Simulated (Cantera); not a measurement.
Feed: 1 mol TEOS, 3.9 mol CO₂, 3.4 mol H₂, equilibrated at 898 K and 1.33 mbar.

Cantera equilibrium calculation (NASA polynomials, part measured and part estimated; ideal gas, pure solids and liquids). Candidate condensed phases: C, C₆H₆, C₇H₈, C₈H₁₈, H₂O, Si, SiC, SiO₂; 123 gas species. The feed counts by its element totals alone. The numbers say what is thermodynamically allowed, not how fast it happens.

Base state: H₂ 0.578, CO 0.420, CO₂ 0.00138, H₂O 0.000817, CH₄ 0.000143 (mole fractions); condensed: C(graphite) + SiO₂(β-quartz).

**Question.** What changes in the equilibrium state with this change: temperature from 898 K to 748.15 K?

**Answer.** 
| species | before | after |
|---|---|---|
| H₂ | 0.578 | 0.606 |
| CO | 0.420 | 0.298 |
| CO₂ | 0.00138 | 0.0707 |
| H₂O | 0.000817 | 0.0231 |
| CH₄ | 0.000143 | 0.00162 |
| C(graphite), mol | 2.15 | 4.05 |
| SiO₂(β-quartz), mol | 1.00 | 0 |
| SiO₂(α-quartz), mol | 0 | 1.00 |

**Question.** What changes in the equilibrium state with this change: pressure from 1.33 mbar to 0.133 bar?

**Answer.** 
```
species                before   after
-------------------  --------  ------
H₂                      0.578   0.572
CO                      0.420   0.291
CO₂                   0.00138  0.0664
H₂O                  0.000817  0.0561
CH₄                  0.000143  0.0140
C(graphite), mol         2.15    4.32
SiO₂(β-quartz), mol      1.00    1.00
```
